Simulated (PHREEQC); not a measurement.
Dissolve 19 mmol/kgw NH4HS, 66 mmol/kgw HCl and 0.49 mmol/kgw FeCl2 at 71 °C. It is in equilibrium with CO2 at log p = -3.4 (atm). Otherwise closed; pH follows from the charge balance.

The numbers come from PHREEQC with the ion-association model, wateq4f.dat.

This is a speciation only: nothing precipitates in the calculation.

Problem. Predict the pH.

Solution. pH 1.41.

Problem. In which forms is Fe present?

Solution. Fe+2 96 %, FeCl+ 3.6 % of the Fe.

Species that the database lacks are ignored. Constants without temperature data keep their 25 °C values here. The polysulfide entries of wateq4f.dat were taken out for this run.
